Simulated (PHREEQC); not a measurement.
Solution (85 °C): 1.1 mmol/kgw H3PO4 and 14 mmol/kgw NH3. Closed to the air; pH follows from the charge balance.

Computed with PHREEQC (ion-association model, phreeqc.dat).

```tsv
quantity	before	after
pH	8.47	8.79
NH3 (mol/kgw)	0.0117	0.0128
H2PO4- (mol/kgw)	3.55e-5	1.73e-5
```

Problem. What was changed between the two runs?
A) H3PO4 from 0.0011 to 0.0022 mol/kgw
B) 0.0012 mol/kgw TMAH added
C) NH3 replaced by (NH4)2CO3 at the same molality
D) H3PO4 from 0.0011 to 0.00011 mol/kgw
E) H3PO4 from 0.0011 to 0.00099 mol/kgw

Solution. B, 0.0012 mol/kgw TMAH added

No solid was allowed to form. (CH3)4N+ isn't in the database: it is added as a free cation with an ion size of 4 Å. Away from 25 °C the constants follow the database's enthalpies or fits; those with neither stay at their 25 °C values.
